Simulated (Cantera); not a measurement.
**Diamond growth**

A diamond (100) surface in a fixed gas of H2 with x(CH4) = 0.015, x(CH3) = 0.00056, at 1050 K, 0.118 atm; coverages are run to steady state.

Computed with Cantera and the Harris–Goodwin 1993 mechanism for the reconstructed diamond (100) surface.

| x(H) | growth (µm/h) | θ c6HH | θ c6H* | θ c6*H | θ c6** | θ c6HM |
|---|---|---|---|---|---|---|
| 0.0001 | 4.87 | 0.375 | 0.0120 | 0.215 | 0.00203 | 0.273 |
| 0.00023 | 10.2 | 0.377 | 0.0137 | 0.245 | 0.00390 | 0.249 |
| 0.00053 | 18.4 | 0.410 | 0.0159 | 0.285 | 0.00645 | 0.195 |
| 0.0012 | 27.5 | 0.457 | 0.0184 | 0.329 | 0.00910 | 0.129 |
| 0.0028 | 35.2 | 0.499 | 0.0205 | 0.366 | 0.0113 | 0.0710 |
| 0.0065 | 40.0 | 0.526 | 0.0219 | 0.389 | 0.0126 | 0.0347 |
| 0.015 | 42.4 | 0.540 | 0.0228 | 0.401 | 0.0133 | 0.0160 |
| 0.035 | 43.7 | 0.547 | 0.0236 | 0.406 | 0.0137 | 0.00706 |
| 0.08 | 44.6 | 0.550 | 0.0249 | 0.407 | 0.0140 | 0.00315 |
θ: site fractions in the mechanism's names (c6HH fully hydrogenated, c6H* and c6*H radical sites, c6** diradical, c6HM methylated).
